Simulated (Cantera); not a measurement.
## Premixed flame

A freely propagating, adiabatic, planar premixed flame of CO : H2 : O2 : N2 = 1 : 0.56 : 1.04 : 3.91 (molar parts), equivalence ratio 0.75, unburnt at 625 K and 5.00 bar; mixture-averaged transport, grid criteria slope 0.08 and curve 0.16, no radiation.

Model: GRI-Mech 3.0 (53 species, 325 reactions), integrated in Cantera. The hydrogen kinetics of GRI-Mech 3.0 are dated; newer H2 mechanisms differ, most at raised pressure. Burning velocities carry a grid error of a few per cent, more on coarse grids.

```tsv
z (mm)	T (K)	u (m/s)	x CO	x H2	x O2	x HO2	x H2O2	x NO
-0.300	625	1.62	0.154	0.0857	0.160	<1e-8	<1e-8	<1e-8
-0.200	625	1.62	0.154	0.0847	0.160	1.22e-7	2.93e-8	<1e-8
-0.150	626	1.62	0.154	0.0827	0.160	7.95e-7	1.91e-7	<1e-8
-0.0999	629	1.62	0.155	0.0771	0.161	8.24e-6	1.98e-6	<1e-8
-0.0499	706	1.79	0.156	0.0578	0.161	0.000269	5.09e-5	7.21e-8
-0.0250	985	2.46	0.146	0.0372	0.149	0.000497	9.57e-5	7.69e-7
0	1405	3.45	0.118	0.0157	0.118	0.000217	1.15e-5	3.58e-6
0.0250	1694	4.09	0.0864	0.00582	0.0899	0.000102	2.33e-6	9.10e-6
0.0499	1865	4.45	0.0632	0.00391	0.0759	5.90e-5	1.27e-6	1.53e-5
0.0999	2047	4.81	0.0402	0.00333	0.0645	2.95e-5	7.00e-7	2.61e-5
0.200	2197	5.11	0.0254	0.00234	0.0575	1.38e-5	4.18e-7	4.32e-5
0.400	2299	5.31	0.0157	0.00140	0.0533	7.41e-6	2.87e-7	6.97e-5
0.799	2357	5.42	0.00955	0.000852	0.0507	5.46e-6	2.46e-7	0.000110
```
x: mole fraction of selected species; z is measured from the peak of heat release.

The laminar burning velocity comes out as 162 cm/s and the thermal thickness comes out as 0.0999 mm. The peak x(HO2) is 0.000549 and the peak x(H2O2) is 0.000101. The grid points is 119.
